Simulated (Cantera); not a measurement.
A perfectly stirred reactor is fed with N2O : N2 = 1 : 6.5 (molar parts), at 101000 Pa; it is held at 1523 K, and followed from long to short residence time.

Cantera simulation using GRI-Mech 3.0 (53 species, 325 reactions); the numbers are that mechanism's predictions, not measurements. GRI-Mech 3.0 was tuned for natural gas; its chemistry of N2O as a main component is partial and can be far from experiment. The temperature is held fixed by assumption; the heat of reaction is taken as removed at once.

What does this change do: temperature 1523 to 1200 K?


```
quantity                 before    after
---------------------  --------  -------
x(N2O) at τ = 7.30 s   0.000432   0.0307
x(O) at τ = 7.30 s      8.17e-6  7.91e-7
x(O2) at τ = 7.30 s      0.0595   0.0449
x(NO2) at τ = 7.30 s    2.80e-5  7.07e-5
x(N2) at τ = 7.30 s       0.934    0.918
x(N2O) at τ = 47.0 ms    0.0335    0.130
x(O) at τ = 47.0 ms     5.47e-5  1.70e-6
x(O2) at τ = 47.0 ms     0.0372  0.00159
x(NO2) at τ = 47.0 ms  0.000116  3.23e-6
x(N2) at τ = 47.0 ms      0.910    0.868
```
The mechanism lacks the step 2 NO + O2 → 2 NO2, which can matter for NO2 below about 1400 K.

What does this change do: temperature 1523 to 1325 K?


```csv
quantity,before,after
x(N2O) at τ = 7.30 s,0.000432,0.00534
x(O) at τ = 7.30 s,8.17e-6,2.22e-6
x(O2) at τ = 7.30 s,0.0595,0.0565
x(NO2) at τ = 7.30 s,2.80e-5,6.07e-5
x(N2) at τ = 7.30 s,0.934,0.931
x(N2O) at τ = 47.0 ms,0.0335,0.107
x(O) at τ = 47.0 ms,5.47e-5,9.11e-6
x(O2) at τ = 47.0 ms,0.0372,0.0103
x(NO2) at τ = 47.0 ms,0.000116,3.12e-5
x(N2) at τ = 47.0 ms,0.910,0.879
```
The mechanism lacks the step 2 NO + O2 → 2 NO2, which can matter for NO2 below about 1400 K.
